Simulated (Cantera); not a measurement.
# SiH4 + CO2 + H2 + O3 (silicon oxide and oxynitride deposition)

Charge: 1 mol SiH4, 0.79 mol CO2, 53 mol H2, 1.5 mol O3, equilibrated at 1948.15 K.

Method: chemical equilibrium by Gibbs-energy minimisation in Cantera with the NASA 1993 tables (ideal gas, pure condensed phases). Candidate condensed phases: C, C6H6, C7H8, C8H18, H2O, Si, SiC, SiO2; 123 gas species. The tables hold silica as quartz up to 1696 K and as liquid above; real silica turns to tridymite and cristobalite and melts near 1996 K. Gases not in the tables: Si(OH)4. Equilibrium is a limit: real reactors are often held back by kinetics, nucleation or transport.

From 5.00 Pa to 19.0 mbar nothing is condensed. From 0.140 bar to 1.00 bar the condensed part is SiO2(condensed).

```
P (Pa)   x H2      x H   x H2O     x SiO    x CO  n SiO2(condensed)
------  -----  -------  ------  --------  ------  -----------------
5       0.761    0.140  0.0686    0.0164  0.0127                  0
36      0.841   0.0547  0.0727    0.0171  0.0133                  0
260     0.874   0.0207  0.0743    0.0174  0.0135                  0
1900    0.886  0.00772  0.0749    0.0175  0.0136                  0
14000   0.918  0.00290  0.0618   0.00332  0.0139              0.814
100000  0.925  0.00109  0.0592  0.000490  0.0139              0.973
```
x: gas mole fraction; n: condensed amount in mol.
